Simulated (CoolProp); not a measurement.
The numbers come from the reference Helmholtz-energy equation of state, Gedanitz 2015 in CoolProp.

Task: Give the vapour pressure (MPa), enthalpy of vaporisation (kJ/kg), liquid cp (kJ/(kg K)), vapour Z of saturated cyclopentane at 123.95, 143.05 °C.

Result: 
```json
[
 {"T (°C)": "123.95", "p (MPa)": "0.708", "enthalpy of vaporisation (kJ/kg)": "324", "liquid cp (kJ/(kg K))": "2.37", "vapour Z": "0.861"},
 {"T (°C)": "143.05", "p (MPa)": "1.03", "enthalpy of vaporisation (kJ/kg)": "302", "liquid cp (kJ/(kg K))": "2.51", "vapour Z": "0.818"}
]
```
